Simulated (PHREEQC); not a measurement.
A column of 1 m (40 cells, dispersivity 0.05 m, 720 s a shift, diffusion coefficient 3e-10 m²/s) holds 0.006 eq of the database's cation exchanger X per kg of pore water, first in equilibrium with 0.007 mol Na2SO4 and 1e-05 mol HCl per kg of water. It is flushed with 0.58 mmol/kgw CdCl2, 0.65 mmol/kgw ZnSO4 and 0.01 mmol/kgw HCl, at 40 °C. Values are for the last cell. CO2 from the air is kept out. No solid was allowed to form.

Computed with PHREEQC (ion-association model, phreeqc.dat).

Question: Predict Na in solution (mol/kgw), Zn in solution (mol/kgw), Cd in solution (mol/kgw) at pore volumes = 2.263, 3.612, 4.287, 6.763.

Answer: 
```
pore volumes  Na in solution (mol/kgw)  Zn in solution (mol/kgw)  Cd in solution (mol/kgw)
------------  ------------------------  ------------------------  ------------------------
2.263                          0.00249                         0                         0
3.612                         0.000216                  0.000534                  0.000588
4.287                          4.51e-6                  0.000623                  0.000605
6.763                         2.32e-11                  0.000649                  0.000581
```

Constants without temperature data keep their 25 °C values here.
